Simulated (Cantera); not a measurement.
Charge: 1 mol SiCl₄, a varied amount of O₃, 9.6 mol H₂, 0.47 mol NO, at 1425 K and 1.33 mbar.

Equilibrium computed with Cantera from the NASA thermochemical tables; the gas is ideal and each condensed phase is pure. Candidate condensed phases: H₂O, NH₄Cl, Si, SiO₂, Si₂N₂O, Si₃N₄; 47 gas species. Mutual solubility and eutectic melting of coexisting phases are not modelled. The tables hold silica as quartz up to 1696 K and as liquid above; real silica turns to tridymite and cristobalite and melts near 1996 K. Equilibrium is a limit: real reactors are often held back by kinetics, nucleation or transport.

Task: Which condensed phases are stable at each of these points (n(O₃) (mol)): 0.094, 0.12, 0.15, 0.19, 0.24, 0.3, 0.38, 0.48, 0.6?

Result: 
| n(O₃) (mol) | condensed phases | Si condensed (%) |
|---|---|---|
| 0.094 | SiO₂(β-quartz) + Si₂N₂O(s) | 60.6 |
| 0.12 | SiO₂(β-quartz) + Si₂N₂O(s) | 64.7 |
| 0.15 | SiO₂(β-quartz) + Si₂N₂O(s) | 69.2 |
| 0.19 | SiO₂(β-quartz) + Si₂N₂O(s) | 74.4 |
| 0.24 | SiO₂(β-quartz) + Si₂N₂O(s) | 79.4 |
| 0.3 | SiO₂(β-quartz) + Si₂N₂O(s) | 83.5 |
| 0.38 | SiO₂(β-quartz) + Si₂N₂O(s) | 86.6 |
| 0.48 | SiO₂(β-quartz) | 92.7 |
| 0.6 | SiO₂(β-quartz) | 100.0 |

From 0.094 mol O₃ to 0.38 mol O₃ the condensed part is SiO₂(β-quartz) + Si₂N₂O(s). From 0.48 mol O₃ to 0.6 mol O₃ the condensed part is SiO₂(β-quartz).
